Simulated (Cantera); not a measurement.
A Cantera script and its output.

```python
import numpy as np
import cantera as ct

gas = ct.Solution("gri30.yaml")
gas.TPX = 1675, 1000000, {'CH4': 1, 'H2': 1.3, 'O2': 6.62, 'N2': 24.9}
reactor = ct.IdealGasReactor(gas, energy="on", clone=False)
net = ct.ReactorNet([reactor])
net.rtol, net.atol = 1e-08, 1e-16
show = ['CH4', 'H2', 'O2', 'CH2', 'C2H2', 'CH2O', 'H2O']
times = np.geomspace(5e-06, 2, 11)

steps = ct.SolutionArray(gas, extra=["t"])
rows = []
print(f"{'t/s':>10s}{'T/K':>9s}{'P/Pa':>11s}" + "".join(f"{s:>11s}" for s in show))
for t in times:
    while net.time < t:
        t_next = net.step()
        steps.append(gas.state, t=t_next)
    rows.append([np.interp(t, steps.t, y) for y in (steps.T, steps.P, *steps(*show).X.T)])
    print(f"{t:10.3e}{rows[-1][0]:9.1f}{rows[-1][1]:11.4g}" + "".join(f"{x:11.3e}" for x in rows[-1][2:]))
rate = np.gradient(steps.T, steps.t)
print("integrator steps:", len(steps.t))
if steps.T.max() > steps.T[0] + 200:
    print(f"time of steepest temperature rise: {steps.t[rate.argmax()]:.4e} s")
gas.TPX = 1675, 1000000, {'CH4': 1, 'H2': 1.3, 'O2': 6.62, 'N2': 24.9}
gas.equilibrate("UV")
print(f"equilibrium (UV): T = {gas.T:.1f} K  " + "  ".join(f"{s} {gas[s].X[0]:.3e}" for s in show))
```

Output:

```
       t/s      T/K       P/Pa        CH4         H2         O2        CH2       C2H2       CH2O        H2O
 5.000e-06   2332.9  1.403e+06  1.504e-06  3.965e-03  1.213e-01  1.647e-07  7.609e-09  1.102e-06  8.334e-02
 1.816e-05   2680.4  1.579e+06  1.912e-16  9.292e-04  1.163e-01  3.180e-15  3.003e-19  1.116e-11  9.266e-02
 6.598e-05   2678.1  1.577e+06  4.967e-18  9.198e-04  1.157e-01  2.597e-17  4.053e-22  1.082e-11  9.272e-02
 2.397e-04   2669.6  1.572e+06  4.585e-18  8.979e-04  1.139e-01  2.296e-17  3.488e-22  1.024e-11  9.290e-02
 8.706e-04   2651.4   1.56e+06  3.839e-18  8.517e-04  1.099e-01  1.745e-17  2.528e-22  9.084e-12  9.326e-02
 3.162e-03   2638.6  1.553e+06  3.373e-18  8.201e-04  1.071e-01  1.429e-17  2.000e-22  8.337e-12  9.351e-02
 1.149e-02   2637.9  1.552e+06  3.350e-18  8.184e-04  1.069e-01  1.414e-17  1.975e-22  8.299e-12  9.352e-02
 4.173e-02   2637.9  1.552e+06  3.350e-18  8.184e-04  1.069e-01  1.414e-17  1.975e-22  8.299e-12  9.352e-02
 1.516e-01   2637.9  1.552e+06  3.350e-18  8.184e-04  1.069e-01  1.414e-17  1.975e-22  8.299e-12  9.352e-02
 5.506e-01   2637.9  1.552e+06  3.350e-18  8.184e-04  1.069e-01  1.414e-17  1.975e-22  8.299e-12  9.352e-02
 2.000e+00   2637.9  1.552e+06  3.350e-18  8.184e-04  1.069e-01  1.414e-17  1.975e-22  8.299e-12  9.352e-02
integrator steps: 1469
time of steepest temperature rise: 4.6781e-06 s
equilibrium (UV): T = 2637.9 K  CH4 4.855e-18  H2 8.184e-04  O2 1.069e-01  CH2 2.259e-17  C2H2 2.276e-22  CH2O 8.299e-12  H2O 9.352e-02
```

Detailed kinetics in Cantera: GRI-Mech 3.0 (53 species, 325 reactions).
